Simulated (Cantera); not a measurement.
## Equilibrium for boron, boron nitride and boron oxide: B2H6 + NH3 + N2

A closed system holds: 1 mol B2H6, a varied amount of NH3, 25 mol N2, at 2077 °C and 13.3 mbar.

Equilibrium computed with Cantera from the NASA thermochemical tables; the gas is ideal and each condensed phase is pure. Candidate condensed phases: B, BN; 15 gas species. The feed counts by its element totals alone. The tables' values for BH2 are old estimates; treat these amounts as uncertain. Rates play no part.

```
n(NH3) (mol)  log p N2  log p H2  log p H  log p B  n BN(s)  n B(l)
------------  --------  --------  -------  -------  -------  ------
0.72             -1.95     -2.79    -3.30    -4.75     1.95       0
1                -1.96     -2.76    -3.28    -4.75     1.95       0
1.5              -1.97     -2.70    -3.25    -4.74     1.94       0
2.2              -1.98     -2.64    -3.22    -4.74     1.94       0
3.1              -2.00     -2.57    -3.19    -4.73     1.93       0
4.5              -2.02     -2.51    -3.16    -4.73        0    1.92
6.6              -2.05     -2.44    -3.12    -4.73        0    1.90
9.5              -2.09     -2.37    -3.09    -4.73        0    1.88
14               -2.13     -2.30    -3.05    -4.73        0    1.85
```
log p: log10 of the partial pressure in bar; n: condensed amount in mol.

From 0.72 mol NH3 to 3.1 mol NH3 the condensed part is BN(s). From 4.5 mol NH3 to 14 mol NH3 the condensed part is B(l). The main B-bearing gas is B throughout. The share of B in condensed phases is highest at 0.72 mol NH3 (97.5 %) and lowest at 14 mol NH3 (92.7 %).
